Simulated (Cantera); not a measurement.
An isothermal, constant-pressure homogeneous reactor starts with CH3OH : O2 : N2 = 0.006 : 0.0093 : 1 (molar parts), equivalence ratio 0.97, at 1575 K and 1.50 bar. Integrator tolerance rtol = 1e-08.

Model: GRI-Mech 3.0 (53 species, 325 reactions), integrated in Cantera. GRI-Mech 3.0 was tuned for natural gas; its chemistry of methanol as a main component is partial and can be far from experiment.

Question: What does this change do: pressure from 1.50 bar to 5.00 bar?

Answer: 
```json
[
 {"quantity": "x(CH3OH) at 2.00 s", "before": "<1e-12 (gas-phase equilibrium <1e-12)", "after": "<1e-12 (gas-phase equilibrium <1e-12)"},
 {"quantity": "x(O2) at 2.00 s", "before": "0.000291 (gas-phase equilibrium 0.000262)", "after": "0.000291 (gas-phase equilibrium 0.000261)"},
 {"quantity": "x(H2) at 2.00 s", "before": "3.25e-6 (gas-phase equilibrium 2.94e-6)", "after": "1.53e-6 (gas-phase equilibrium 1.62e-6)"},
 {"quantity": "x(HO2) at 2.00 s", "before": "1.02e-9 (gas-phase equilibrium 8.14e-10)", "after": "1.19e-9 (gas-phase equilibrium 1.10e-9)"},
 {"quantity": "x(NO) at 2.00 s", "before": "9.42e-6 (gas-phase equilibrium 6.87e-5)", "after": "7.18e-6 (gas-phase equilibrium 6.86e-5)"},
 {"quantity": "x(N2O) at 2.00 s", "before": "6.89e-9 (gas-phase equilibrium 5.64e-9)", "after": "1.09e-8 (gas-phase equilibrium 1.03e-8)"},
 {"quantity": "x(C2H4) at 2.00 s", "before": "<1e-12 (gas-phase equilibrium <1e-12)", "after": "<1e-12 (gas-phase equilibrium <1e-12)"}
]
```

Question: What does this change do: temperature 1575 to 1075 K?

Answer: 
```
quantity                                               before                                      after
------------------  -----------------------------------------  -----------------------------------------
x(CH3OH) at 2.00 s      <1e-12 (gas-phase equilibrium <1e-12)      <1e-12 (gas-phase equilibrium <1e-12)
x(O2) at 2.00 s     0.000291 (gas-phase equilibrium 0.000262)  0.000295 (gas-phase equilibrium 0.000293)
x(H2) at 2.00 s       3.25e-6 (gas-phase equilibrium 2.94e-6)   5.11e-7 (gas-phase equilibrium 3.96e-10)
x(HO2) at 2.00 s     1.02e-9 (gas-phase equilibrium 8.14e-10)   1.07e-8 (gas-phase equilibrium 7.80e-12)
x(NO) at 2.00 s       9.42e-6 (gas-phase equilibrium 6.87e-5)    1.02e-7 (gas-phase equilibrium 2.83e-6)
x(N2O) at 2.00 s      6.89e-9 (gas-phase equilibrium 5.64e-9)   1.64e-7 (gas-phase equilibrium 2.96e-10)
x(C2H4) at 2.00 s       <1e-12 (gas-phase equilibrium <1e-12)      <1e-12 (gas-phase equilibrium <1e-12)
```
